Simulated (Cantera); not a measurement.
A closed system holds: 1 mol SiH₄, 2.8 mol HCl, 80 mol N₂, held at 250 Pa.

Method: chemical equilibrium by Gibbs-energy minimisation in Cantera with the NASA 1993 tables (ideal gas, pure condensed phases). Candidate condensed phases: NH₄Cl, Si, Si₃N₄; 28 gas species. N₂ is the only nitrogen source here; it is nearly inert below about 1500 K, so the nitride shown seldom forms there in practice. The tables' values for SiCl₃ are old estimates; treat these amounts as uncertain. The numbers say what is thermodynamically allowed, not how fast it happens. All values below are at 952 °C.

Base state: N₂ 0.943, HCl 0.0328, H₂ 0.0240, SiCl₂ 9.59e-5, SiCl₄ 4.18e-5, SiCl₃ 2.25e-5 (mole fractions); condensed: Si₃N₄(s).

**Question.** What changes in the equilibrium state with this change: N₂ from 80 to 3.7 mol?

**Answer.** 
| species | before | after |
|---|---|---|
| N₂ | 0.943 | 0.393 |
| HCl | 0.0328 | 0.328 |
| H₂ | 0.0240 | 0.270 |
| SiCl₄ | 4.18e-5 | 0.00584 |
| SiHCl₃ | 9.53e-7 | 0.000150 |
| SiCl₃ | 2.25e-5 | 0.00106 |
| Si₃N₄(s), mol | 0.329 | 0.311 |
